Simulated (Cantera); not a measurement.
Cantera run, input and output.

```python
import numpy as np
import cantera as ct

gas = ct.Solution("gri30.yaml")
gas.TPX = 1150, 1100000, {'CH3OH': 0.028, 'O2': 0.022, 'N2': 1, 'H2': 0.0015}
inlet = ct.Reservoir(gas, clone=True)

reactor = ct.IdealGasConstPressureReactor(gas, energy="off", clone=False)
exhaust = ct.Reservoir(gas, clone=True)
tau = [2.1, 0.61, 0.18, 0.052, 0.015, 0.0045, 0.0013, 0.00038, 0.00011][0]
for a, b in ((inlet, reactor), (reactor, exhaust)):
    ct.MassFlowController(a, b, mdot=lambda t: reactor.mass / tau)
net = ct.ReactorNet([reactor])
show = ['CH3OH', 'O2', 'CH4', 'H', 'CH2', 'N2O', 'HCN']

rows = []
print(f"{'tau/s':>10s}{'T/K':>9s}" + "".join(f"{s:>11s}" for s in show))
for tau in [2.1, 0.61, 0.18, 0.052, 0.015, 0.0045, 0.0013, 0.00038, 0.00011]:
    net.initial_time = 0.0
    net.advance(30 * tau)
    before = gas.X
    net.advance(40 * tau)
    drift = np.max(np.abs(gas.X - before) / (gas.X + 1e-9))
    rows.append([gas.T, *gas[show].X, drift])
    print(f"{tau:10.3e}{gas.T:9.1f}" + "".join(f"{x:11.3e}" for x in gas[show].X))
```

Result:

```
     tau/s      T/K      CH3OH         O2        CH4          H        CH2        N2O        HCN
 2.100e+00   1150.0  1.325e-05  8.507e-05  2.711e-05  1.244e-06  5.488e-12  3.613e-09  5.685e-11
 6.100e-01   1150.0  4.811e-05  2.461e-04  1.948e-05  1.161e-06  1.267e-11  1.079e-08  3.600e-11
 1.800e-01   1150.0  1.898e-04  6.567e-04  1.041e-05  9.604e-07  2.107e-11  2.627e-08  1.443e-11
 5.200e-02   1150.0  5.677e-04  1.392e-03  5.954e-06  1.029e-06  4.212e-11  3.463e-08  8.591e-12
 1.500e-02   1150.0  1.401e-03  2.646e-03  3.480e-06  1.255e-06  8.990e-11  2.882e-08  6.016e-12
 4.500e-03   1150.0  3.162e-03  4.690e-03  2.036e-06  1.469e-06  1.756e-10  1.850e-08  3.739e-12
 1.300e-03   1150.0  7.377e-03  8.330e-03  1.040e-06  1.430e-06  2.794e-10  9.734e-09  1.474e-12
 3.800e-04   1150.0  1.850e-02  1.627e-02  1.860e-07  6.342e-07  1.250e-10  3.342e-09  7.674e-14
 1.100e-04   1150.0  2.663e-02  2.092e-02  4.373e-08  7.011e-11  2.452e-11  1.168e-12  6.085e-19
```

Computed with Cantera and GRI-Mech 3.0 (53 species, 325 reactions). GRI-Mech 3.0 was tuned for natural gas; its chemistry of methanol as a main component is partial and can be far from experiment. The temperature is held fixed by assumption; the heat of reaction is taken as removed at once.
